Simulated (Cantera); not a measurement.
Cantera run:

```python
import numpy as np
import cantera as ct

gas_names = [...]  # 91 gases of nasa_gas.yaml made of C, Cl, H
cond_names = """
    C(gr) C6H6(L) C7H8(L) C8H18(L),n-octa
""".split()


# ... load() reads the species with a 1 bar reference pressure and builds the phases ...
atoms = {
    'CCl4': {'C': 1, 'CL': 4},
    'H2': {'H': 2},
}
top_T = {'C(gr)': 4500}  # K; cautious upper limits of use, not melting points


# ... equilibrate(T, P, feed) seeds the gas with the atoms and calls Mixture.equilibrate('TP', solver="vcs", rtol=1e-11, max_steps=5000) ...
results = []
feed = {'CCl4': 1, 'H2': 0.068}  # mol
P = 133.322  # Pa
for T in [1673, 1823, 1973, 2123, 2273, 2423, 2573, 2723, 2873, 3023, 3173]:
    mix = equilibrate(T, P, feed)
    results.append((T, P, feed, dict(zip(mix.species_names, mix.species_moles))))

top = {s: max(r[3][s] / sum(r[3][g] for g in gas_names) for r in results) for s in gas_names}
cols = sorted((s for s in top if top[s] > 1e-05), key=lambda s: -top[s])[:9]
seen = [c for c in cond_names if any(r[3].get(c, 0) > 1e-12 for r in results)]
print("log10 of partial pressures in bar; condensed amounts in mol")
print(f"{'T/K':>10s}" + "".join(f"{s[:9]:>10s}" for s in cols + seen))
for T, P, feed, n in results:
    ng = sum(n[g] for g in gas_names)
    print(f"{T:10.4g}" + "".join(f"{np.log10(max(n[s] / ng * P / 1e5, 1e-99)):10.3f}" for s in cols)
          + "".join(f"{n.get(c, 0):10.4g}" for c in seen))
```

Output:

```
log10 of partial pressures in bar; condensed amounts in mol
       T/K        CL         C        C3       CL2       HCL         H        C2        C5        H2     C(gr)
      1673    -2.910   -14.178   -14.758    -4.261    -4.326    -9.411   -15.847   -19.603   -10.935         1
      1823    -2.895   -12.335   -12.640    -4.881    -4.339    -8.289   -13.722   -16.911    -9.851         1
      1973    -2.891   -10.773   -10.850    -5.428    -4.343    -7.318   -11.925   -14.634    -8.896         1
      2123    -2.891    -9.433    -9.320    -5.902    -4.347    -6.481   -10.384   -12.683    -8.071         1
      2273    -2.890    -8.270    -7.996    -6.316    -4.362    -5.764    -9.050   -10.994    -7.377    0.9999
      2423    -2.890    -7.253    -6.841    -6.679    -4.418    -5.178    -7.883    -9.517    -6.854    0.9984
      2573    -2.891    -6.355    -5.825    -7.002    -4.571    -4.762    -6.854    -8.217    -6.596    0.9838
      2723    -2.895    -5.557    -4.924    -7.297    -4.854    -4.534    -5.941    -7.063    -6.652    0.8711
      2873    -2.923    -4.843    -4.121    -7.610    -5.261    -4.458    -5.125    -6.033    -6.959    0.1253
      3023    -2.933    -4.442    -4.123    -7.861    -5.651    -4.428    -4.873    -6.312    -7.314         0
      3173    -2.942    -4.118    -4.245    -8.090    -6.027    -4.423    -4.725    -6.764    -7.678         0
```

Method: chemical equilibrium by Gibbs-energy minimisation in Cantera with the NASA 1993 tables (ideal gas, pure condensed phases). The tables' values for CCl are old estimates; treat these amounts as uncertain.
